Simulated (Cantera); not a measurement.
A closed system holds: 1 mol SiH₄, 0.27 mol N₂O, 5.5 mol H₂, 5.3 mol O₂, at 1.00 bar.

Equilibrium computed with Cantera from the NASA thermochemical tables; the gas is ideal and each condensed phase is pure. Candidate condensed phases: H₂O, Si, SiO₂, Si₂N₂O, Si₃N₄; 35 gas species. The tables hold silica as quartz up to 1696 K and as liquid above; real silica turns to tridymite and cristobalite and melts near 1996 K. Gases not in the tables: Si(OH)₄. Rates play no part.

Question: At 1323 K, list the 5 most abundant gas species with their mole fractions, and the condensed phases.

Answer: H₂O 0.887, O₂ 0.0810, N₂ 0.0319, NO 5.73e-5, OH 3.20e-5. Condensed: SiO₂(β-quartz).
